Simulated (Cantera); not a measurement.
Input: 1 mol Si₃N₄, 0.016 mol O₂, 400 mol H₂, at 15.0 Pa.

Method: chemical equilibrium by Gibbs-energy minimisation in Cantera with the NASA 1993 tables (ideal gas, pure condensed phases). Candidate condensed phases: H₂O, Si, SiO₂, Si₂N₂O, Si₃N₄; 35 gas species. Equilibrium is a limit: real reactors are often held back by kinetics, nucleation or transport. All values below are at 1873 K.

Base state: H₂ 0.937, H 0.0510, Si 0.00704, N₂ 0.00481, SiH 7.78e-5, SiO 7.70e-5 (mole fractions); condensed: gas only.

Question: What changes in the equilibrium state with this change: 0.71 mol CO₂ added?

Answer: 
```
species   before    after
-------  -------  -------
H₂         0.937    0.935
H         0.0510   0.0510
Si       0.00704  0.00533
SiO      7.70e-5  0.00180
CO             0  0.00169
HCN            0  1.01e-5
SiH      7.78e-5  5.88e-5
```
Further candidate phases: C, C₆H₆, C₇H₈, C₈H₁₈, SiC.
